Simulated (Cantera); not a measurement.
A closed system holds: 1 mol V, 2.4 mol N2O, 0.031 mol O2, held at 1.30 Pa.

Method: chemical equilibrium by Gibbs-energy minimisation in Cantera with the NASA 1993 tables (ideal gas, pure condensed phases). Candidate condensed phases: V, VN, VO, V2O3, V2O4, V2O5; 13 gas species. Kinetics and transport are ignored.

Problem. At 2525 K, list the 5 most abundant gas species with their mole fractions, and the condensed phases.

Solution. N2 0.556, O 0.208, VO2 0.134, VO 0.0886, V 0.00918. Condensed: gas only.
